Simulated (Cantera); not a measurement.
A freely propagating, adiabatic, planar premixed flame of 16.4 % CO, 6.41 % H2, 0.855 % CH4, 15.8 % O2, 59.5 % N2, 0.953 % H2O, unburnt at 498 K and 0.132 atm; mixture-averaged transport, grid criteria slope 0.08 and curve 0.16, no radiation.

Model: GRI-Mech 3.0 (53 species, 325 reactions), integrated in Cantera. Burning velocities carry a grid error of a few per cent, more on coarse grids.

x: mole fraction of selected species; z is measured from the peak of heat release.

| z (mm) | T (K) | u (m/s) | x CO | x H2 | x CH4 | x NO | x HO2 | x C2H6 |
|---|---|---|---|---|---|---|---|---|
| -17.9 | 498 | 1.84 | 0.164 | 0.0641 | 0.00855 | <1e-8 | <1e-8 | <1e-8 |
| -12.0 | 498 | 1.84 | 0.164 | 0.0641 | 0.00855 | <1e-8 | <1e-8 | <1e-8 |
| -8.96 | 498 | 1.84 | 0.164 | 0.0641 | 0.00855 | <1e-8 | <1e-8 | <1e-8 |
| -5.98 | 498 | 1.84 | 0.164 | 0.0640 | 0.00855 | <1e-8 | 3.00e-7 | <1e-8 |
| -2.99 | 509 | 1.87 | 0.164 | 0.0618 | 0.00856 | <1e-8 | 7.27e-5 | 7.03e-8 |
| -1.49 | [?] | 2.43 | 0.160 | 0.0521 | 0.00820 | <1e-8 | 4.53e-5 | 8.28e-7 |
| 0 | [?] | 3.84 | 0.143 | 0.0271 | 0.00219 | 2.99e-7 | 1.71e-5 | 2.35e-7 |
| 1.49 | [?] | 4.68 | 0.105 | 0.00949 | 9.02e-6 | 2.17e-6 | 6.63e-6 | <1e-8 |
| 2.99 | [?] | 5.07 | 0.0766 | 0.00857 | <1e-8 | 5.18e-6 | 4.38e-6 | <1e-8 |
| 5.98 | 1569 | 5.48 | 0.0575 | 0.00942 | <1e-8 | 1.11e-5 | 3.07e-6 | <1e-8 |
| 12.0 | 1700 | 5.88 | 0.0544 | 0.00887 | <1e-8 | 1.94e-5 | 2.37e-6 | <1e-8 |
| 23.9 | 1834 | 6.29 | 0.0515 | 0.00757 | <1e-8 | 3.01e-5 | 1.76e-6 | <1e-8 |
| 47.8 | 1962 | 6.66 | 0.0457 | 0.00603 | <1e-8 | 4.90e-5 | 1.24e-6 | <1e-8 |

Question: Complete the blanks.

Answer: 
- -1.49, T (K): 666
- 0, T (K): 1060
- 1.49, T (K): 1306
- 2.99, T (K): 1433
